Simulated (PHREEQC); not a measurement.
Dissolve 1 mmol/kgw Cu(NO3)2 and 38 mmol/kgw H2SO4 at 25 °C. Closed to the air; pH follows from the charge balance.

Computed with PHREEQC (ion-association model, phreeqc.dat).

Each row changes one thing in this solution. No solid was allowed to form.

```json
[
 {"case": "as made", "pH": "1.37", "ionic strength (mol/kgw)": "0.0640", "HSO4- (mol/kgw)": "0.0259", "SO4-2 (mol/kgw)": "0.0118"},
 {"case": "diluted 100-fold with water", "pH": "3.15", "ionic strength (mol/kgw)": "0.00112", "HSO4- (mol/kgw)": "2.21e-5", "SO4-2 (mol/kgw)": "(withheld)"},
 {"case": "Cu(NO3)2 from 0.001 to 0.0011 mol/kgw", "pH": "1.37", "ionic strength (mol/kgw)": "0.0642", "HSO4- (mol/kgw)": "0.0258", "SO4-2 (mol/kgw)": "0.0118"},
 {"case": "Cu(NO3)2 from 0.001 to 0.0005 mol/kgw", "pH": "1.37", "ionic strength (mol/kgw)": "(withheld)", "HSO4- (mol/kgw)": "0.0260", "SO4-2 (mol/kgw)": "0.0118"},
 {"case": "Cu(NO3)2 left out", "pH": "1.38", "ionic strength (mol/kgw)": "0.0618", "HSO4- (mol/kgw)": "(withheld)", "SO4-2 (mol/kgw)": "0.0119"},
 {"case": "temperature from 25 to 15 °C", "pH": "1.36", "ionic strength (mol/kgw)": "0.0670", "HSO4- (mol/kgw)": "0.0244", "SO4-2 (mol/kgw)": "0.0133"},
 {"case": "Cu(NO3)2 replaced by Al(NO3)3 at the same molality", "pH": "1.37", "ionic strength (mol/kgw)": "0.0638", "HSO4- (mol/kgw)": "0.0255", "SO4-2 (mol/kgw)": "(withheld)"}
]
```

### Question
Fill in the missing entries.

### Answer

- diluted 100-fold with water, SO4-2 (mol/kgw): 0.000357
- Cu(NO3)2 from 0.001 to 0.0005 mol/kgw, ionic strength (mol/kgw): 0.0629
- Cu(NO3)2 left out, HSO4- (mol/kgw): 0.0261
- Cu(NO3)2 replaced by Al(NO3)3 at the same molality, SO4-2 (mol/kgw): 0.0116

Species that the database lacks are ignored.
